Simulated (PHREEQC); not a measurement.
PHREEQC input (ion-association model, phreeqc.dat):

```
SOLUTION_SPECIES
  CO3-2 + 10 H+ + 8 e- = CH4 + 3 H2O  # shut off: no methane
    -log_k -100
    -delta_h 0
    -analytic -100
SOLUTION 1
  temp 25
  units mol/kgw
  pH 7 charge
  Cl 0.233
  K 0.22
  Na 0.013
END
SELECTED_OUTPUT 1
  -reset false
  -pH true
  -pe true
  -ionic_strength true
  -water true
  -totals C Cl K Na C(-4) C(4) Mtg Sg
  -molalities H+ Na+ K+ Cl- CO3-2 OH- HCO3- CO2 (CO2)2 NaOH
    NaCO3- NaHCO3
  -saturation_indices Halite Sylvite
USER_PUNCH 1
  -headings p_CO2(g) phi_CO2(g) p_Mtg(g) phi_Mtg(g) p_H2Sg(g) phi_H2Sg(g) p_H2O(g) phi_H2O(g) density
  10 PUNCH PR_P("CO2(g)"), PR_PHI("CO2(g)"), PR_P("Mtg(g)"), PR_PHI("Mtg(g)"), PR_P("H2Sg(g)"), PR_PHI("H2Sg(g)"), PR_P("H2O(g)"), PR_PHI("H2O(g)"), RHO
PRINT
  -reset false
USE solution 1
REACTION_TEMPERATURE 1
  25
GAS_PHASE 1
  -fixed_pressure
  -pressure 1
  -temperature 25
  -volume 20
  CO2(g) 0.33
  Mtg(g) 0.47
  H2Sg(g) 0.2
  H2O(g) 0
END
# ... the last block is repeated for the other 6 points of P (atm)
```

Selected output (columns that matter, 7 of 7 rows; P (atm) added in front):

```
P (atm)	pH	mu	C	Cl	K	Na	Mtg	Sg	si_Halite	si_Sylvite	p_CO2(g)	phi_CO2(g)	p_Mtg(g)	phi_Mtg(g)
1	4.0752	0.23321	0.010268	0.23311	0.2201	0.013006	0.00070067	0.015224	-4.371	-2.497	0.31766	0.99447	0.46939	0.99807
2	3.9227	0.23326	0.020686	0.23311	0.2201	0.013006	0.0014192	0.030639	-4.3712	-2.4972	0.64553	0.98904	0.95395	0.99604
3	3.835	0.23329	0.03096	0.23311	0.2201	0.013006	0.0021324	0.0458	-4.3714	-2.4974	0.97342	0.98362	1.4381	0.99403
5	3.726	0.23335	0.051098	0.23311	0.22011	0.013006	0.0035429	0.075369	-4.3717	-2.4977	1.6293	0.97283	2.4054	0.99004
7.5	3.6411	0.2334	0.075517	0.23311	0.22011	0.013006	0.0052771	0.11094	-4.3721	-2.4981	2.4493	0.95944	3.6126	0.98514
10	3.582	0.23345	0.099112	0.23312	0.22011	0.013007	0.0069799	0.14499	-4.3725	-2.4985	3.2694	0.94615	4.8176	0.98032
15	3.501	0.23352	0.14389	0.23313	0.22012	0.013007	0.010295	0.20863	-4.3732	-2.4993	4.9102	0.91987	7.2216	0.97096
```
